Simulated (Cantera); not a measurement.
# Oxide etching and cleaning by halides: CuO + F₂ + H₂

Charge: 1 mol CuO, a varied amount of F₂, 4.4 mol H₂, at 1223 K and 73.0 Pa.

Cantera equilibrium calculation (NASA polynomials, part measured and part estimated; ideal gas, pure solids and liquids). Candidate condensed phases: Cu, CuF₂, CuO, Cu(OH)₂, Cu₂O, H₂O; 27 gas species. The numbers say what is thermodynamically allowed, not how fast it happens.

```csv
n(F₂) (mol),x HF,x F,x H₂,x H₂O,x CuF₂,x O₂,n Cu(s),n Cu₂O(s)
0.93,0.349,1.35e-11,0.463,0.188,2.21e-12,<1e-12,1.000,0
1.2,0.429,1.80e-11,0.393,0.179,3.93e-12,<1e-12,1.000,0
1.5,0.508,2.37e-11,0.322,0.169,6.75e-12,<1e-12,1.000,0
2,0.625,3.53e-11,0.219,0.156,1.50e-11,<1e-12,1.000,0
2.5,0.725,5.30e-11,0.130,0.145,3.38e-11,<1e-12,1.000,0
3.3,0.857,1.98e-10,0.0130,0.130,4.75e-10,5.64e-11,0.999,0
4.2,0.953,6.63e-8,1.44e-7,0.0250,1.78e-5,0.0171,0,0.480
5.4,0.853,0.00126,<1e-12,9.37e-11,0.0957,0.0485,0,0
6.9,0.662,0.225,<1e-12,<1e-12,0.0752,0.0376,0,0
8.9,0.509,0.404,<1e-12,<1e-12,0.0578,0.0289,0,0
11,0.410,0.520,<1e-12,<1e-12,0.0465,0.0233,0,0
```
x: gas mole fraction; n: condensed amount in mol.

From 0.93 mol F₂ to 3.3 mol F₂ the condensed part is Cu(s). At 4.2 mol F₂ the condensed part is Cu₂O(s). From 5.4 mol F₂ to 11 mol F₂ nothing is condensed. The main Cu-bearing gas is Cu at 0.93 mol F₂ and CuF₂ at 11 mol F₂.
